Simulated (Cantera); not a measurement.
A perfectly stirred reactor is fed with CH₄ : H₂ : O₂ : N₂ : H₂O = 1 : 0.048 : 1.35 : 5.07 : 0.23 (molar parts), equivalence ratio 1.5, at 0.690 bar; it is adiabatic with a 475 K inlet, and is followed from long to short residence time, starting on the burning branch (τ in s: 0.038, 0.016, 0.0069, 0.0029, 0.0012, 0.00053, 0.00023, 9.6e-05, 4.1e-05, 1.7e-05).

Model: GRI-Mech 3.0 (53 species, 325 reactions), integrated in Cantera.

What does this change do: pressure from 0.690 bar to 0.270 bar?


| quantity | before | after |
|---|---|---|
| blow-out, bracketed by the residence times tried | burning at 1.20 ms, out at 0.530 ms | burning at 1.20 ms, out at 0.530 ms |
| x(CH₄) at τ = 38.0 ms | 0.000781 | 0.000158 |
| x(H₂) at τ = 38.0 ms | 0.0789 | 0.0806 |
| x(O₂) at τ = 38.0 ms | 0.000378 | 0.000327 |
| x(CH₂O) at τ = 38.0 ms | 7.94e-6 | 5.91e-6 |
| x(C₂H₂) at τ = 38.0 ms | 0.000254 | 2.06e-5 |
| x(CH₄) at τ = 0.530 ms | 0.130 | 0.130 |
| x(H₂) at τ = 0.530 ms | 0.00624 | 0.00624 |
| x(O₂) at τ = 0.530 ms | 0.175 | 0.175 |
| x(CH₂O) at τ = 0.530 ms | <1e-12 | <1e-12 |
| x(C₂H₂) at τ = 0.530 ms | <1e-12 | <1e-12 |

What does this change do: N2 5.07 to 6.7 parts?


```json
[
 {"quantity": "blow-out, bracketed by the residence times tried", "before": "burning at 1.20 ms, out at 0.530 ms", "after": "burning at 2.90 ms, out at 1.20 ms"},
 {"quantity": "x(CH₄) at τ = 38.0 ms", "before": "0.000781", "after": "0.00354"},
 {"quantity": "x(H₂) at τ = 38.0 ms", "before": "0.0789", "after": "0.0562"},
 {"quantity": "x(O₂) at τ = 38.0 ms", "before": "0.000378", "after": "0.00140"},
 {"quantity": "x(CH₂O) at τ = 38.0 ms", "before": "7.94e-6", "after": "1.58e-5"},
 {"quantity": "x(C₂H₂) at τ = 38.0 ms", "before": "0.000254", "after": "0.00233"},
 {"quantity": "x(CH₄) at τ = 0.530 ms", "before": "0.130", "after": "0.107"},
 {"quantity": "x(H₂) at τ = 0.530 ms", "before": "0.00624", "after": "0.00515"},
 {"quantity": "x(O₂) at τ = 0.530 ms", "before": "0.175", "after": "0.145"},
 {"quantity": "x(CH₂O) at τ = 0.530 ms", "before": "<1e-12", "after": "<1e-12"},
 {"quantity": "x(C₂H₂) at τ = 0.530 ms", "before": "<1e-12", "after": "<1e-12"}
]
```
